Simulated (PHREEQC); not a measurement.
Dissolve 16 mmol/kgw HF, 1.5 mmol/kgw (CH3)4NF, 0.046 mmol/kgw H2SiF6 and 13 mmol/kgw H2SO4 at 83 °C. Closed to the air; pH follows from the charge balance.

Computed with PHREEQC (ion-association model, wateq4f.dat).

Each row changes one thing in this solution. This is a speciation only: nothing precipitates in the calculation.

```json
[
 {"case": "as made", "pH": "1.89", "ionic strength (mol/kgw)": "0.0190", "HF (mol/kgw)": "0.0172", "F- (mol/kgw)": "0.000330", "H2F2 (mol/kgw)": "7.74e-5", "H4SiO4 (mol/kgw)": "3.19e-5", "SI of Quartz (SiO2)": "-1.23"},
 {"case": "temperature from 83 to 25 °C", "pH": "1.78", "ionic strength (mol/kgw)": "0.0268", "HF (mol/kgw)": "0.0154", "F- (mol/kgw)": "0.000736", "H2F2 (mol/kgw)": "0.000624", "H4SiO4 (mol/kgw)": "3.65e-9", "SI of Quartz (SiO2)": "-4.45"},
 {"case": "H2SO4 left out", "pH": "2.90", "ionic strength (mol/kgw)": "0.00288", "HF (mol/kgw)": "0.0145", "F- (mol/kgw)": "0.00260", "H2F2 (mol/kgw)": "5.50e-5", "H4SiO4 (mol/kgw)": "3.61e-6", "SI of Quartz (SiO2)": "-2.18"},
 {"case": "H2SO4 from 0.013 to 0.065 mol/kgw", "pH": "1.25", "ionic strength (mol/kgw)": "0.0754", "HF (mol/kgw)": "0.0175", "F- (mol/kgw)": "8.78e-5", "H2F2 (mol/kgw)": "8.16e-5", "H4SiO4 (mol/kgw)": "4.41e-5", "SI of Quartz (SiO2)": "-1.08"},
 {"case": "diluted 2-fold with water", "pH": "2.14", "ionic strength (mol/kgw)": "0.0108", "HF (mol/kgw)": "0.00855", "F- (mol/kgw)": "0.000282", "H2F2 (mol/kgw)": "1.92e-5", "H4SiO4 (mol/kgw)": "2.26e-5", "SI of Quartz (SiO2)": "-1.38"},
 {"case": "temperature from 83 to 75 °C", "pH": "1.87", "ionic strength (mol/kgw)": "0.0200", "HF (mol/kgw)": "0.0170", "F- (mol/kgw)": "0.000373", "H2F2 (mol/kgw)": "0.000106", "H4SiO4 (mol/kgw)": "1.64e-5", "SI of Quartz (SiO2)": "-1.43"},
 {"case": "diluted 100-fold with water", "pH": "3.53", "ionic strength (mol/kgw)": "0.000437", "HF (mol/kgw)": "0.000103", "F- (mol/kgw)": "7.49e-5", "H2F2 (mol/kgw)": "2.77e-9", "H4SiO4 (mol/kgw)": "4.60e-7", "SI of Quartz (SiO2)": "-3.07"},
 {"case": "(CH3)4NF replaced by NaHF2 at the same molality", "pH": "1.89", "ionic strength (mol/kgw)": "0.0191", "HF (mol/kgw)": "0.0186", "F- (mol/kgw)": "0.000356", "H2F2 (mol/kgw)": "9.06e-5", "H4SiO4 (mol/kgw)": "2.70e-5", "SI of Quartz (SiO2)": "-1.30"}
]
```

(CH3)4N+ isn't in the database: it is added as a free cation with an ion size of 4 Å. At this temperature some constants are extrapolated from 25 °C, and those without enthalpy data are left unchanged. SiF6-2 is the database's only silicon fluoride.
